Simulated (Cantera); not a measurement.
An isothermal plug-flow reactor at 625 K and 750 Torr (inlet), inlet velocity 3.7 m/s, active area per volume 1000 1/m; feed H2 : O2 : N2 = 0.0021 : 0.13 : 0.79 (molar parts).

Computed with Cantera and Deutschmann's 1995 Pt surface mechanism with GRI-Mech 3.0 gas chemistry. Catalytic surfaces can have several steady states; this one follows from the mechanism file's or the stated starting coverage. Mass transfer to the wall is taken as infinitely fast.

```
quantity                  before    after
----------------------  --------  -------
x(H2) at z = 0.0078 m   0.000830  3.77e-7
x(O2) at z = 0.0078 m      0.140    0.140
x(H2O) at z = 0.0078 m   0.00145  0.00228
θ(free Pt) at the exit    0.0101    0.111
θ(O*) at the exit          0.988    0.888
```

### Question
What was changed between the two runs?
(A) temperature 625 to 925 K
(B) H2 0.0021 to 0.0046 parts
(C) temperature 625 to 550 K
(D) area per volume 1000 to 2600 1/m

### Answer
A, temperature 625 to 925 K
